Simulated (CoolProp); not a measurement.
R13 along the isobar 1.58 MPa: Z from the reference equation and from simpler models built on Tc = 303.0 K, pc = 3.973 MPa, ω = 0.175; each cubic takes its own stable root.

Values from CoolProp's reference Helmholtz-energy equation of state, Platzer 1990. This equation is an older, rougher fit; its heat capacities, sound speeds and derivatives of the liquid may be far off and weren't checked against measurements.

| T (K) | phase | reference |
|---|---|---|
| 214.8 | liquid | 0.06443 |
| 231.6 | liquid | 0.06298 |
| 248.4 | liquid | 0.06258 |
| 282 | gas | 0.7954 |
| 298.8 | gas | 0.8394 |
| 315.6 | gas | 0.8708 |
| 332.4 | gas | 0.8942 |
| 349.2 | gas | 0.9124 |
| 366 | gas | 0.9268 |
| 382.8 | gas | 0.9384 |
| 399.6 | gas | 0.9480 |
| 416.4 | gas | 0.9559 |
| 433.2 | gas | 0.9625 |
| 450 | gas | 0.9682 |

Problem. How far does each simpler model (van der Waals, Redlich-Kwong, Peng-Robinson) lie from the reference over these 14 states: mean and median of the absolute difference, and the worst?

Solution. 
- van der Waals: mean 87.9 %, median 1.2 %, worst +1110.1 % at 248.4 K and 1.58 MPa
- Redlich-Kwong: mean 2.1 %, median 0.8 %, worst +9.1 % at 248.4 K and 1.58 MPa
- Peng-Robinson: mean 2.6 %, median 1.3 %, worst -9.1 % at 214.8 K and 1.58 MPa

At some of these states van der Waals gives the other phase, because its saturation line lies elsewhere.
